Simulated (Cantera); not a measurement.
Cantera run, input and output.

```python
import numpy as np
import cantera as ct

gas = ct.Solution("gri30.yaml")
gas.TPX = 1350, 100000, {'H2': 0.41, 'O2': 1, 'N2': 0.91}
reactor = ct.IdealGasConstPressureReactor(gas, energy="off", clone=False)
net = ct.ReactorNet([reactor])
net.rtol, net.atol = 1e-08, 1e-18
show = ['H2', 'O2', 'NO', 'OH', 'H2O']
times = np.geomspace(4e-05, 20, 13)

steps = ct.SolutionArray(gas, extra=["t"])
rows = []
print(f"{'t/s':>10s}{'T/K':>9s}{'P/Pa':>11s}" + "".join(f"{s:>11s}" for s in show))
for t in times:
    while net.time < t:
        t_next = net.step()
        steps.append(gas.state, t=t_next)
    rows.append([np.interp(t, steps.t, y) for y in (steps.T, steps.P, *steps(*show).X.T)])
    print(f"{t:10.3e}{rows[-1][0]:9.1f}{rows[-1][1]:11.4g}" + "".join(f"{x:11.3e}" for x in rows[-1][2:]))
rate = np.gradient(steps.T, steps.t)
print("integrator steps:", len(steps.t))
if steps.T.max() > steps.T[0] + 200:
    print(f"time of steepest temperature rise: {steps.t[rate.argmax()]:.4e} s")
gas.TPX = 1350, 100000, {'H2': 0.41, 'O2': 1, 'N2': 0.91}
gas.equilibrate("TP")
print(f"equilibrium (TP): T = {gas.T:.1f} K  " + "  ".join(f"{s} {gas[s].X[0]:.3e}" for s in show))
```

Result:

```
       t/s      T/K       P/Pa         H2         O2         NO         OH        H2O
 4.000e-05   1350.0      1e+05  1.715e-03  3.732e-01  3.878e-06  3.127e-03  1.895e-01
 1.194e-04   1350.0      1e+05  1.564e-04  3.755e-01  3.851e-06  8.592e-04  1.932e-01
 3.564e-04   1350.0      1e+05  1.654e-05  3.757e-01  3.836e-06  3.373e-04  1.936e-01
 1.064e-03   1350.0      1e+05  2.184e-06  3.758e-01  3.855e-06  1.561e-04  1.938e-01
 3.175e-03   1350.0      1e+05  4.632e-07  3.759e-01  3.880e-06  8.057e-05  1.938e-01
 9.476e-03   1350.0      1e+05  1.407e-07  3.759e-01  3.891e-06  4.567e-05  1.938e-01
 2.828e-02   1350.0      1e+05  7.188e-08  3.759e-01  3.884e-06  3.165e-05  1.938e-01
 8.442e-02   1350.0      1e+05  6.503e-08  3.759e-01  3.880e-06  2.965e-05  1.938e-01
 2.520e-01   1350.0      1e+05  6.497e-08  3.759e-01  3.880e-06  2.963e-05  1.938e-01
 7.521e-01   1350.0      1e+05  6.496e-08  3.759e-01  3.881e-06  2.962e-05  1.938e-01
 2.245e+00   1350.0      1e+05  6.496e-08  3.759e-01  3.882e-06  2.962e-05  1.938e-01
 6.701e+00   1350.0      1e+05  6.496e-08  3.759e-01  3.885e-06  2.962e-05  1.938e-01
 2.000e+01   1350.0      1e+05  6.496e-08  3.759e-01  3.895e-06  2.962e-05  1.938e-01
integrator steps: 1448
equilibrium (TP): T = 1350.0 K  H2 6.498e-08  O2 3.756e-01  NO 5.378e-04  OH 2.962e-05  H2O 1.938e-01
```

Detailed kinetics in Cantera: GRI-Mech 3.0 (53 species, 325 reactions). The temperature is held fixed by assumption; the heat of reaction is taken as removed at once.
